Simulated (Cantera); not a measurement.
Reactions in the system H-N-O-P

Source: NASA polynomial tables (part measured, part estimated), evaluated in Cantera. Values are per mole of reaction as written; species without (g) are pure solids or liquids, kept so even where they would boil at 1 bar.

6 NO2(g) + 4 PH3(g) → 3 N2(g) + 2 P2(g) + 12 OH(g)

| T (K) | ΔH° (kJ) | ΔS° (J/K) | ΔG° (kJ) | log10 K |
|---|---|---|---|---|
| 823 | 559.5 | 999.2 | -262.9 | 16.69 |
| 1023 | 554.1 | 993.5 | -462.2 | 23.60 |
| 1223 | 545.9 | 986.2 | -660.2 | 28.20 |
| 1423 | 536.3 | 978.9 | -856.7 | 31.45 |
| 1623 | 525.7 | 972.0 | -1051.8 | 33.85 |
| 1823 | 514.5 | 965.5 | -1245.5 | 35.69 |
| 2023 | 503.0 | 959.5 | -1438.0 | 37.13 |
